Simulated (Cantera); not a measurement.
Feed: 1 mol borazine, 0.22 mol O₂, held at 602 °C and 0.0100 bar.

Method: chemical equilibrium by Gibbs-energy minimisation in Cantera with the NASA 1993 tables (ideal gas, pure condensed phases). Candidate condensed phases: B, BN, B₂O₃, B₃O₃H₃, H₂O; 39 gas species. The feed counts by its element totals alone. Equilibrium is a limit: real reactors are often held back by kinetics, nucleation or transport.

Base state: H₂ 0.953, N₂ 0.0464, H₂O 0.000742 (mole fractions); condensed: BN(s) + B₂O₃(l).

### Question
What changes in the equilibrium state with this change: pressure from 0.0100 bar to 0.133 bar?

### Answer
| species | before | after |
|---|---|---|
| H₂ | 0.953 | 0.952 |
| N₂ | 0.0464 | 0.0460 |
| H₂O | 0.000742 | 0.00175 |
| NH₃ | 2.99e-6 | 3.96e-5 |
| BN(s), mol | 2.71 | 2.71 |
| B₂O₃(l), mol | 0.146 | 0.145 |
Gases not in the tables: H₃BO₃.

### Question
What changes in the equilibrium state with this change: O₂ from 0.22 to 4 mol?

### Answer
```tsv
species	before	after
H₂O	0.000742	0.628
N₂	0.0464	0.316
O₂	<1e-9	0.0527
H₂	0.953	<1e-9
(HBO₂)₃	1.14e-7	0.00280
HBO₂	3.50e-7	1.02e-5
BN(s), mol	2.71	0
B₂O₃(l), mol	0.146	1.48
```
Gases not in the tables: H₃BO₃.
